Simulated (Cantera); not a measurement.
A closed system holds: 1 mol N₂O, 4.7 mol H₂, 19 mol N₂, equilibrated at 51.8 Torr.

Equilibrium computed with Cantera from the NASA thermochemical tables; the gas is ideal and each condensed phase is pure. Candidate condensed phases: H₂O; 24 gas species. Rates play no part.

x: gas mole fraction; nothing condenses.

```
T (°C)   x N₂   x H₂       x H   x H₂O        x OH
------  -----  -----  --------  ------  ----------
475     0.810  0.150    <1e-12  0.0405      <1e-12
675     0.810  0.150  7.73e-10  0.0405      <1e-12
875     0.810  0.150   1.06e-7  0.0405  (withheld)
1075    0.810  0.150   3.41e-6  0.0405  (withheld)
1275    0.810  0.150   4.54e-5  0.0405  (withheld)
1475    0.810  0.150  0.000336  0.0405  (withheld)
1675    0.809  0.149   0.00166  0.0404  (withheld)
1875    0.807  0.146   0.00607  0.0401  (withheld)
2075    0.802  0.140    0.0176  0.0391  (withheld)
2275    0.791  0.128    0.0421  0.0358  (withheld)
```

### Question
Fill in the missing entries.

### Answer

- 875, x OH: 1.70e-10
- 1075, x OH: 1.48e-8
- 1275, x OH: 4.10e-7
- 1475, x OH: 5.31e-6
- 1675, x OH: 4.08e-5
- 1875, x OH: 0.000214
- 2075, x OH: 0.000843
- 2275, x OH: 0.00258
